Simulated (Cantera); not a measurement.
An adiabatic, constant-volume homogeneous reactor starts with CH₄ : CO : O₂ : N₂ = 1 : 0.16 : 2.31 : 6.24 (molar parts), equivalence ratio 0.90, at 1200 K and 1.00 bar. Integrator tolerance rtol = 1e-08.

Computed with Cantera and GRI-Mech 3.0 (53 species, 325 reactions).

### Question
What does this change do: N2 6.24 to 15 parts?

### Answer
```csv
quantity,before,after
time of steepest temperature rise,34.3 ms,76.4 ms
temperature at 4.00 s,2910 K,2512 K
equilibrium temperature,2910 K,2512 K
x(CH₄) at 4.00 s,<1e-12 (gas-phase equilibrium <1e-12),<1e-12 (gas-phase equilibrium <1e-12)
x(CO) at 4.00 s,0.0494 (gas-phase equilibrium 0.0494),0.0114 (gas-phase equilibrium 0.0114)
x(O₂) at 4.00 s,0.0381 (gas-phase equilibrium 0.0381),0.0147 (gas-phase equilibrium 0.0147)
x(H) at 4.00 s,0.00979 (gas-phase equilibrium 0.00979),0.00110 (gas-phase equilibrium 0.00110)
x(H₂O) at 4.00 s,0.161 (gas-phase equilibrium 0.161),0.100 (gas-phase equilibrium 0.100)
x(H₂O₂) at 4.00 s,7.52e-7 (gas-phase equilibrium 7.52e-7),1.28e-7 (gas-phase equilibrium 1.28e-7)
```

### Question
What does this change do: pressure from 1.00 bar to 0.270 bar?

### Answer
```csv
quantity,before,after
time of steepest temperature rise,34.3 ms,93.5 ms
temperature at 4.00 s,2910 K,2790 K
equilibrium temperature,2910 K,2790 K
x(CH₄) at 4.00 s,<1e-12 (gas-phase equilibrium <1e-12),<1e-12 (gas-phase equilibrium <1e-12)
x(CO) at 4.00 s,0.0494 (gas-phase equilibrium 0.0494),0.0532 (gas-phase equilibrium 0.0532)
x(O₂) at 4.00 s,0.0381 (gas-phase equilibrium 0.0381),0.0412 (gas-phase equilibrium 0.0412)
x(H) at 4.00 s,0.00979 (gas-phase equilibrium 0.00979),0.0137 (gas-phase equilibrium 0.0137)
x(H₂O) at 4.00 s,0.161 (gas-phase equilibrium 0.161),0.154 (gas-phase equilibrium 0.154)
x(H₂O₂) at 4.00 s,7.52e-7 (gas-phase equilibrium 7.52e-7),3.13e-7 (gas-phase equilibrium 3.13e-7)
```
